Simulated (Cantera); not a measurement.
**Diamond growth**

A diamond (100) surface in a fixed gas of H2 with x(CH4) = 0.003, x(H) = 0.00035, at 1000 K, 195 Torr; coverages are run to steady state.

Computed with Cantera and the Harris–Goodwin 1993 mechanism for the reconstructed diamond (100) surface.

```json
[
 {"x(CH3)": "1e-06", "growth (µm/h)": "0.115", "θ c6HH": "0.607", "θ c6H*": "0.0179", "θ c6*H": "0.366", "θ c6**": "0.00784", "θ c6HM": "0.00130"},
 {"x(CH3)": "2.2e-06", "growth (µm/h)": "0.252", "θ c6HH": "0.605", "θ c6H*": "0.0179", "θ c6*H": "0.365", "θ c6**": "0.00782", "θ c6HM": "0.00285"},
 {"x(CH3)": "5e-06", "growth (µm/h)": "0.569", "θ c6HH": "0.602", "θ c6H*": "0.0178", "θ c6*H": "0.363", "θ c6**": "0.00777", "θ c6HM": "0.00644"},
 {"x(CH3)": "1.1e-05", "growth (µm/h)": "1.24", "θ c6HH": "0.596", "θ c6H*": "0.0176", "θ c6*H": "0.359", "θ c6**": "0.00766", "θ c6HM": "0.0140"},
 {"x(CH3)": "2.5e-05", "growth (µm/h)": "2.74", "θ c6HH": "0.582", "θ c6H*": "0.0171", "θ c6*H": "0.351", "θ c6**": "0.00741", "θ c6HM": "0.0310"},
 {"x(CH3)": "5.5e-05", "growth (µm/h)": "5.70", "θ c6HH": "0.555", "θ c6H*": "0.0163", "θ c6*H": "0.334", "θ c6**": "0.00693", "θ c6HM": "0.0645"},
 {"x(CH3)": "0.00012", "growth (µm/h)": "11.1", "θ c6HH": "0.504", "θ c6H*": "0.0148", "θ c6*H": "0.302", "θ c6**": "0.00605", "θ c6HM": "0.126"},
 {"x(CH3)": "0.00027", "growth (µm/h)": "20.2", "θ c6HH": "0.420", "θ c6H*": "0.0122", "θ c6*H": "0.249", "θ c6**": "0.00461", "θ c6HM": "0.229"},
 {"x(CH3)": "0.00061", "growth (µm/h)": "31.8", "θ c6HH": "0.312", "θ c6H*": "0.00885", "θ c6*H": "0.181", "θ c6**": "0.00286", "θ c6HM": "0.362"}
]
```
θ: site fractions in the mechanism's names (c6HH fully hydrogenated, c6H* and c6*H radical sites, c6** diradical, c6HM methylated).
